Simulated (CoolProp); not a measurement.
Values from CoolProp's reference Helmholtz-energy equation of state, Thol 2021.

Q: For chlorine, give the phase and the density (kg/m³), expansivity (1/kK) at 249.7 K and 0.41 MPa; 282 K and 0.41 MPa; 338.7 K and 0.41 MPa.

A: 
- 249.7 K and 0.41 MPa: liquid; density 1530, expansivity 1.82
- 282 K and 0.41 MPa: gas; density 13.3, expansivity 4.42
- 338.7 K and 0.41 MPa: gas; density 10.7, expansivity 3.31
